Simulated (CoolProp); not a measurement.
Computed with CoolProp (reference Helmholtz-energy equation of state, Span 2003). It is a short technical equation, of lower accuracy than the large ones.

### Question
For n-heptane, give the phase and the Joule-Thomson coefficient (K/MPa), Prandtl number at 305.65 °C and 2.36 MPa; 305.65 °C and 3.67 MPa; 305.65 °C and 5.72 MPa.

### Answer
- 305.65 °C and 2.36 MPa: gas; Joule-Thomson coefficient 9.85, Prandtl number 0.907
- 305.65 °C and 3.67 MPa: supercritical; Joule-Thomson coefficient 12.6, Prandtl number 1.67
- 305.65 °C and 5.72 MPa: supercritical; Joule-Thomson coefficient 2.83, Prandtl number 2.62

Viscosity comes from a separate model (Michailidou 2014). Thermal conductivity comes from a separate model (Assael 2013).
